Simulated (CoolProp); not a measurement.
Ammonia along the isotherm 430.9 K: Z from the reference equation and from simpler models built on Tc = 405.6 K, pc = 11.36 MPa, ω = 0.256; each cubic takes its own stable root.

Values from CoolProp's reference Helmholtz-energy equation of state, Gao 2020.

| p (MPa) | phase | reference |
|---|---|---|
| 0.0539 | gas | 0.9986 |
| 0.102 | gas | 0.9973 |
| 0.194 | gas | 0.9949 |
| 0.367 | gas | 0.9904 |
| 0.696 | gas | 0.9816 |
| 1.32 | gas | 0.9648 |
| 2.5 | gas | 0.9320 |
| 4.74 | gas | 0.8659 |
| 8.99 | gas | 0.7211 |
| 17 | supercritical | 0.3283 |

Q: How far does each simpler model (van der Waals, Redlich-Kwong, Soave-Redlich-Kwong) lie from the reference over these 10 states: mean and median of the absolute difference, and the worst?

A: 
- van der Waals: mean 2.6 %, median 0.4 %, worst +18.5 % at 430.9 K and 17 MPa
- Redlich-Kwong: mean 1.7 %, median 0.1 %, worst +14.8 % at 430.9 K and 17 MPa
- Soave-Redlich-Kwong: mean 3.3 %, median 0.2 %, worst +27.6 % at 430.9 K and 17 MPa
